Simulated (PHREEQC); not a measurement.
Make-up at 25 °C: 0.0037 mol/kgw NH4HF2, 0.018 mol/kgw H2SiF6, 0.00013 mol/kgw H3PO4 and 0.0051 mol/kgw HCl. Closed to the air; pH follows from the charge balance.

The numbers come from PHREEQC with the ion-association model, phreeqc.dat.

Precipitation was switched off in this run.

Question: Estimate the pH, density, ionic strength.

Answer: pH 1.50; density 0.999 g/cm³; ionic strength 0.0588 mol/kgw.

Question: In which forms is F present?

Answer: SiF6-2 93 %, HF 7.1 % of the F.

Examples of supersaturated solids here: Quartz (slow to form). Others may be too. SiF6-2 is the database's only silicon fluoride.
